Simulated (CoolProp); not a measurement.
Vapour-liquid equilibrium of R22 (1) + R142b (2) at -4.35 °C; x and y are mole fractions of (1).

The numbers come from the multi-fluid Helmholtz-energy mixture model, Kamei 1995 and Lemmon 2006; pair parameters Bell 2016 in CoolProp.

Question: Give the bubble pressure and the first vapour's composition at x = 0.05, 0.35, 0.95. Is there an azeotrope?

Answer: x = 0.05: 136.9 kPa, y = 0.145; x = 0.35: 220.7 kPa, y = 0.623; x = 0.95: 413.7 kPa, y = 0.985. No azeotrope shows between x = 0.05 and 0.95.

The pair parameters rest on a limited set of measurements; away from them the model extrapolates.
